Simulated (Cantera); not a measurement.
An isothermal, constant-pressure homogeneous reactor starts with N₂O : H₂O = 1 : 0.19 (molar parts), at 1498 K and 47.3 Torr. Integrator tolerance rtol = 1e-08.

Model: GRI-Mech 3.0 (53 species, 325 reactions), integrated in Cantera. GRI-Mech 3.0 was tuned for natural gas; its chemistry of N2O as a main component is partial and can be far from experiment. The temperature is held fixed by assumption; the heat of reaction is taken as removed at once.

Task: What does this change do: N2O 1 to 0.46 parts?

Result: 
```tsv
quantity	before	after
x(N₂O) at 9.00 s	1.75e-6 (gas-phase equilibrium 1.67e-8)	7.99e-7 (gas-phase equilibrium 1.38e-8)
x(H₂O) at 9.00 s	0.112 (gas-phase equilibrium 0.112)	0.216 (gas-phase equilibrium 0.216)
x(NO) at 9.00 s	0.0978 (gas-phase equilibrium 0.00125)	0.0751 (gas-phase equilibrium 0.00110)
x(NO₂) at 9.00 s	0.000143 (gas-phase equilibrium 2.00e-6)	0.000104 (gas-phase equilibrium 1.66e-6)
x(OH) at 9.00 s	0.000170 (gas-phase equilibrium 0.000178)	0.000230 (gas-phase equilibrium 0.000239)
x(H₂O₂) at 9.00 s	2.88e-9 (gas-phase equilibrium 3.15e-9)	5.27e-9 (gas-phase equilibrium 5.68e-9)
```
